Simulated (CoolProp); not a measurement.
Vapour pressure (MPa) of R11: the reference equation beside estimates from Tc = 471.1 K, pc = 4.408 MPa, ω = 0.189.

The numbers come from the reference Helmholtz-energy equation of state, Jacobsen 1992 in CoolProp.

| T (K) | reference | Lee-Kesler | van der Waals | Redlich-Kwong | Soave-Redlich-Kwong | Peng-Robinson |
|---|---|---|---|---|---|---|
| 317.5 | 0.1995 | 0.1989 | 0.7260 | 0.2775 | 0.1989 | 0.1992 |
| 323.6 | 0.2393 | 0.2389 | 0.8017 | 0.3279 | 0.2388 | 0.2387 |
| 329.6 | 0.2840 | 0.2840 | 0.8811 | 0.3837 | 0.2839 | 0.2831 |
| 335.7 | 0.3357 | 0.3361 | 0.9669 | 0.4471 | 0.3360 | 0.3344 |
| 341.8 | 0.3943 | 0.3950 | 1.058 | 0.5177 | 0.3951 | 0.3926 |
| 347.9 | 0.4602 | 0.4614 | 1.154 | 0.5959 | 0.4617 | 0.4581 |
| 353.9 | 0.5327 | 0.5343 | 1.255 | 0.6806 | 0.5351 | 0.5304 |
| 360 | 0.6150 | 0.6169 | 1.362 | 0.7751 | 0.6184 | 0.6123 |
| 366.1 | 0.7063 | 0.7085 | 1.475 | 0.8785 | 0.7109 | 0.7034 |
| 372.1 | 0.8055 | 0.8079 | 1.592 | 0.9891 | 0.8116 | 0.8025 |

Absolute difference from the reference over all 10 rows, mean and median: Lee-Kesler 0.2 and 0.3 %, van der Waals 168.0 and 159.5 %, Redlich-Kwong 30.6 and 30.4 %, Soave-Redlich-Kwong 0.4 and 0.3 %, Peng-Robinson 0.4 and 0.4 %.
